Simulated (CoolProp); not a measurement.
Computed with CoolProp (reference Helmholtz-energy equation of state, Zhou 2012).

Q: Give the vapour pressure (kPa), liquid density (kg/m³), liquid cp (kJ/(kg K)), vapour Z of saturated p-xylene at 459.3, 480.2 K.

A: 
| T (K) | p (kPa) | liquid density (kg/m³) | liquid cp (kJ/(kg K)) | vapour Z |
|---|---|---|---|---|
| 459.3 | 313 | 703 | 2.30 | 0.899 |
| 480.2 | 473 | 678 | 2.39 | 0.866 |
